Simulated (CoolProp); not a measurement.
A simple Rankine cycle with R1233zd(E): condensing at 323.15 K, boiler at 3.01 MPa, turbine inlet 443.5 K, turbine efficiency 0.65, pump efficiency 0.7, no recuperator. Each further row changes one setting.

Model: reference Helmholtz-energy equation of state, Akasaka 2022, in CoolProp.

```csv
case,thermal efficiency (%),net work (kJ/kg),heat in (kJ/kg),turbine exit temperature (K),volume ratio over the turbine
as stated,11.1,27.5,248,[?],13.1
condensing temperature 315.15 K,[?],30.8,258,366.1,16.7
boiler pressure 2.11 MPa,[?],26.8,266,[?],7.92
turbine efficiency 0.55,[?],22.8,248,[?],13.3
```

### Question
What belongs in the gaps?

### Answer

- as stated, turbine exit temperature (K): 370.8
- condensing temperature 315.15 K, thermal efficiency (%): 12.0
- boiler pressure 2.11 MPa, thermal efficiency (%): 10.1
- boiler pressure 2.11 MPa, turbine exit temperature (K): 390.8
- turbine efficiency 0.55, thermal efficiency (%): 9.2
- turbine efficiency 0.55, turbine exit temperature (K): 375.9
